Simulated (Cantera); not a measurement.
Charge: 1 mol Ti(OiPr)4, 0.18 mol C3H8, 40 mol H2, equilibrated at 0.000200 bar.

These are equilibrium values from Cantera (NASA tables, ideal gas, pure condensed phases), not measurements of a reactor. Candidate condensed phases: C, C6H6, C7H8, C8H18, H2O, Ti, TiC, TiO, TiO2, Ti2O3, Ti3O5, Ti4O7; 113 gas species. The feed counts by its element totals alone. TiC: taken at fixed stoichiometry. The numbers say what is thermodynamically allowed, not how fast it happens.

log p: log10 of the partial pressure in bar; n: condensed amount in mol.

```
T (°C)  log p H2  log p H  log p CO  log p C2H2 (acetylene)  n C(graphite)  n TiC(s)
------  --------  -------  --------  ----------------------  -------------  --------
802        -3.73    -9.70     -4.87                     [?]           7.54      1.00
952        -3.73    -8.37     -4.87                     [?]           7.54      1.00
1102       -3.73    -7.33     -4.87                     [?]           7.54      1.00
1252       -3.73    -6.49     -4.87                     [?]           7.54      1.00
1402       -3.73    -5.80     -4.87                     [?]           7.53      1.00
1552       -3.74    -5.23     -4.87                     [?]           7.52     1.000
1702       -3.77    -4.75     -4.89                     [?]           7.47     1.000
1852       -3.84    -4.36     -4.92                     [?]           7.38     0.998
```

Question: What belongs in the gaps?

Answer: 
- 802, log p C2H2 (acetylene): -11.85
- 952, log p C2H2 (acetylene): -10.52
- 1102, log p C2H2 (acetylene): -9.48
- 1252, log p C2H2 (acetylene): -8.65
- 1402, log p C2H2 (acetylene): -7.97
- 1552, log p C2H2 (acetylene): -7.41
- 1702, log p C2H2 (acetylene): -6.96
- 1852, log p C2H2 (acetylene): -6.62
